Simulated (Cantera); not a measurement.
**Ammonia decomposition in nitride growth gas**

An isothermal, constant-pressure homogeneous reactor starts with 12.8 % NH₃, 87.2 % H₂, at 1675 K and 750 Torr.

Computed with Cantera and the gas-phase N/H chemistry of the illustrative SiF4/NH3 mechanism in the Surface Chemkin manual (1991). Walls and surfaces, which speed up NH3 decomposition in real reactors, are not modelled.

```
t (s)      x NH₃   x H₂   x N₂H₂     x NH    x N₂H₄
--------  ------  -----  -------  -------  --------
0.000800   0.128  0.872  1.49e-9  1.39e-8  7.96e-10
0.00201    0.128  0.872  8.75e-9  7.18e-8   4.11e-9
0.00504    0.128  0.872  2.52e-8  1.85e-7   1.06e-8
0.0127     0.128  0.872  2.91e-8  2.10e-7   1.20e-8
0.0318     0.128  0.872  2.90e-8  2.10e-7   1.20e-8
0.0798     0.127  0.872  2.87e-8  2.09e-7   1.19e-8
0.200      0.125  0.873  2.80e-8  2.07e-7   1.16e-8
0.503      0.121  0.876  2.63e-8  2.02e-7   1.09e-8
1.26       0.111  0.881  2.27e-8  1.89e-7   9.41e-9
3.17      0.0923  0.892  1.62e-8  1.64e-7   6.75e-9
7.97      0.0638  0.908  8.24e-9  1.21e-7   3.44e-9
20.0      0.0349  0.924  2.66e-9  7.16e-8   1.11e-9
```
x: mole fraction; the columns are a selection and need not sum to one.

Equilibrium at this temperature and pressure: NH₃ 8.34e-6, H₂ 0.943, N₂H₂ <1e-12, NH 1.88e-11, N₂H₄ <1e-12 (gas phase only).
